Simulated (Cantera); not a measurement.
Source: NASA polynomial tables (part measured, part estimated), evaluated in Cantera. Values are per mole of reaction as written; species without (g) are pure solids or liquids, kept so even where they would boil at 1 bar. VN: taken at fixed stoichiometry.

3 V₂O₄ + 2 VN → N₂(g) + 4 V₂O₃

```json
[
 {"T (K)": "873", "ΔH° (kJ)": "-185.7", "ΔS° (J/K)": "123.6", "ΔG° (kJ)": "-293.6", "log10 K": "17.57"},
 {"T (K)": "948", "ΔH° (kJ)": "-186.2", "ΔS° (J/K)": "123.1", "ΔG° (kJ)": "-302.8", "log10 K": "16.69"},
 {"T (K)": "1023", "ΔH° (kJ)": "-186.6", "ΔS° (J/K)": "122.7", "ΔG° (kJ)": "-312.0", "log10 K": "15.93"},
 {"T (K)": "1098", "ΔH° (kJ)": "___", "ΔS° (J/K)": "___", "ΔG° (kJ)": "___", "log10 K": "___"},
 {"T (K)": "1173", "ΔH° (kJ)": "-186.9", "ΔS° (J/K)": "122.3", "ΔG° (kJ)": "-330.4", "log10 K": "14.71"},
 {"T (K)": "1248", "ΔH° (kJ)": "___", "ΔS° (J/K)": "___", "ΔG° (kJ)": "___", "log10 K": "___"}
]
```

Problem. Fill in the missing entries.

Solution. 
- 1098, ΔH° (kJ): -186.8
- 1098, ΔS° (J/K): 122.4
- 1098, ΔG° (kJ): -321.2
- 1098, log10 K: 15.28
- 1248, ΔH° (kJ): -186.8
- 1248, ΔS° (J/K): 122.4
- 1248, ΔG° (kJ): -339.6
- 1248, log10 K: 14.21
